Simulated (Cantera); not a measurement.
A freely propagating, adiabatic, planar premixed flame of CH₃OH : O₂ : N₂ = 1 : 1.61 : 6.06 (molar parts), equivalence ratio 0.93, unburnt at 575 K and 1.00 atm; mixture-averaged transport, grid criteria slope 0.08 and curve 0.16, no radiation.

Cantera simulation using GRI-Mech 3.0 (53 species, 325 reactions); the numbers are that mechanism's predictions, not measurements. GRI-Mech 3.0 was tuned for natural gas; its chemistry of methanol as a main component is partial and can be far from experiment. Burning velocities carry a grid error of a few per cent, more on coarse grids.

**Question.** Predict: laminar burning velocity; thermal thickness; peak x(H); peak x(HCN); peak x(CH₂O).

**Answer.** 
| Quantity | Result |
|---|---|
| laminar burning velocity | 116 cm/s |
| thermal thickness | 0.281 mm |
| peak x(H) | 0.00889 |
| peak x(HCN) | 1.36e-7 |
| peak x(CH₂O) | 0.00998 |
